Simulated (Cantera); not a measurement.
Cantera run:

```python
import numpy as np
import cantera as ct

gas_names = """
    CL CLO CL2 H HCL HOCL HO2 H2 H2O H2O2 O OH O2 O3 Ti TiCL TiCL2 TiCL3 TiCL4 TiO TiOCL TiOCL2 TiO2
""".split()
cond_names = """
    H2O(s) H2O(L) Ti(a) Ti(b) Ti(L) TiCL2(s) TiCL3(s) TiCL4(L) TiO(a) TiO(b) TiO(L) TiO2(ru) TiO2(L)
    Ti2O3(a) Ti2O3(b) Ti2O3(L) Ti3O5(a) Ti3O5(b) Ti3O5(L) Ti4O7(s) Ti4O7(L)
""".split()


# ... load() reads the species with a 1 bar reference pressure and builds the phases ...
atoms = {
    'TiCl4': {'Ti': 1, 'CL': 4},
    'O2': {'O': 2},
    'H2': {'H': 2},
}
top_T = {'TiCL2(s)': 1300, 'TiCL3(s)': 1000}  # K; cautious upper limits of use, not melting points


# ... equilibrate(T, P, feed) seeds the gas with the atoms and calls Mixture.equilibrate('TP', solver="vcs", rtol=1e-11, max_steps=5000) ...
results = []
feed = {'TiCl4': 1, 'O2': 0.48, 'H2': 16}  # mol
T = 1775  # K
P = 7900  # Pa
mix = equilibrate(T, P, feed)
results.append((T, P, feed, dict(zip(mix.species_names, mix.species_moles))))
print(gas.report(threshold=1e-05))
for i in range(1, mix.n_phases):
    print(f"{mix.phase(i).name:16s} {mix.phase_moles(i):12.5e} mol")
```

Output:

```
       temperature   1775 K
          pressure   7900 Pa
           density   0.0057404 kg/m^3
  mean mol. weight   10.724 kg/kmol
   phase of matter   gas

                          1 kg             1 kmol
                     ---------------   ---------------
          enthalpy        2.0354e+06        2.1827e+07  J
   internal energy        6.5922e+05        7.0693e+06  J
           entropy             21003        2.2523e+05  J/K
    Gibbs function       -3.5245e+07       -3.7796e+08  J
 heat capacity c_p              3233             34670  J/K
 heat capacity c_v            2457.7             26356  J/K

                      mass frac. Y      mole frac. X     chem. pot. / RT
                     ---------------   ---------------   ---------------
                CL        0.00047921        0.00014496           -25.592
                 H        8.7296e-05        0.00092871           -10.926
               HCL           0.56176           0.16523           -36.518
                H2           0.15291           0.81335           -21.852
               H2O        0.00016026          9.54e-05           -55.141
             TiCL2          0.028192         0.0025455           -64.996
             TiCL3           0.24587          0.017097           -90.588
             TiCL4          0.010343        0.00058479           -116.18
            TiOCL2        0.00016915         1.346e-05           -98.285
     [  +14 minor]         2.898e-05        3.7215e-06

Ti(b)             0.00000e+00 mol
TiCL4(L)          0.00000e+00 mol
TiO(b)            0.00000e+00 mol
TiO2(ru)          0.00000e+00 mol
Ti2O3(b)          3.19350e-01 mol
Ti3O5(b)          0.00000e+00 mol
Ti4O7(s)          0.00000e+00 mol
```

Method: chemical equilibrium by Gibbs-energy minimisation in Cantera with the NASA 1993 tables (ideal gas, pure condensed phases). The tables' values for TiCl2 are old estimates; treat these amounts as uncertain.
